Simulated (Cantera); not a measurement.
# Moist CO burnout

An isothermal, constant-pressure homogeneous reactor starts with 0.381 % CO, 1.56 % O₂, 0.313 % H₂O, 97.7 % N₂, equivalence ratio 0.12, at 1323 K and 4.93 atm.

Detailed kinetics in Cantera: GRI-Mech 3.0 (53 species, 325 reactions).

```tsv
t (s)	x CO	x O₂	x H₂O	x H	x NO	x H₂
0.000600	0.00381	0.0156	0.00313	1.26e-7	1.03e-12	8.42e-8
0.00177	0.00279	0.0151	0.00310	4.67e-6	1.24e-8	1.25e-5
0.00524	0.000963	0.0142	0.00312	1.17e-6	7.67e-8	4.51e-6
0.0155	0.000161	0.0138	0.00313	1.16e-7	1.44e-7	7.14e-7
0.0457	1.33e-5	0.0138	0.00313	5.39e-9	1.79e-7	6.89e-8
0.135	6.06e-7	0.0138	0.00313	2.70e-10	1.93e-7	7.56e-9
0.399	1.16e-8	0.0138	0.00313	4.15e-11	1.96e-7	2.00e-9
1.18	3.53e-9	0.0138	0.00313	2.82e-11	1.97e-7	1.56e-9
3.49	3.52e-9	0.0138	0.00313	2.82e-11	1.97e-7	1.56e-9
10.3	3.52e-9	0.0138	0.00313	2.82e-11	1.98e-7	1.56e-9
30.5	3.52e-9	0.0138	0.00313	2.82e-11	2.02e-7	1.56e-9
90.0	3.52e-9	0.0138	0.00313	2.82e-11	2.11e-7	1.56e-9
```
x: mole fraction; the columns are a selection and need not sum to one.

Equilibrium at this temperature and pressure: CO 3.53e-9, O₂ 0.0137, H₂O 0.00313, H 2.82e-11, NO 0.000131, H₂ 1.56e-9 (gas phase only).
